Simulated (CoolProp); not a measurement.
Aqueous potassium formate as a coolant, 29 % by mass, freezing at -20.0 °C, 1 atm.

Values from CoolProp's Melinder's fits for secondary coolants.

```
T (°C)  Prandtl number  density (kg/m³)  cp (kJ/(kg K))  conductivity (W/(m K))
------  --------------  ---------------  --------------  ----------------------
-4.1              18.1             1191           3.131                   0.513
0.2               15.8             1190           3.139                   0.519
4.6               13.9             1188           3.146                   0.524
8.9               12.4             1187             ___                     ___
13.3              11.1             1185           3.161                     ___
17.7              9.98             1184           3.168                   0.540
22                9.08             1182           3.176                   0.546
26.4              8.28             1180           3.183                   0.551
30.7              7.60             1179           3.190                   0.556
```

### Question
Fill in the missing entries.

### Answer

- 8.9, cp (kJ/(kg K)): 3.153
- 8.9, conductivity (W/(m K)): 0.529
- 13.3, conductivity (W/(m K)): 0.535
